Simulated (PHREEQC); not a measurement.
Synthetic water in mmol/kgw, 25 °C, pH 6.76, pe 11.3:

```tsv
constituent	mmol/kgw
Na	0.00453
K	0.00952
Ca	0.0277
Mg	0.0202
Cl	0.0364
S(6)	0.0151
Alkalinity (meq/kgw)	0.0428
Cu(2)	0.000134
```

Valence states are taken as typed.

Equilibrium calculation in PHREEQC: ion-association model, phreeqc.dat.

```
Quantity                        Result
--------------------  ----------------
ionic strength        0.000172 mol/kgw
charge-balance error             0.3 %
```

```
species  molality  activity   log γ
-------  --------  --------  ------
HCO3-     4.28e-5   4.21e-5  -0.007
Cl-       3.64e-5   3.58e-5  -0.007
Ca+2      2.76e-5   2.60e-5  -0.026
Mg+2      2.01e-5   1.89e-5  -0.026
CO2       1.65e-5   1.65e-5   0.000
SO4-2     1.50e-5   1.41e-5  -0.026
K+        9.52e-6   9.38e-6  -0.007
```

Precipitation was switched off in this run. Complexes and solids missing from the database can't appear. The database's constant for dissolved Cu(OH)2 is higher than later reviews accept.
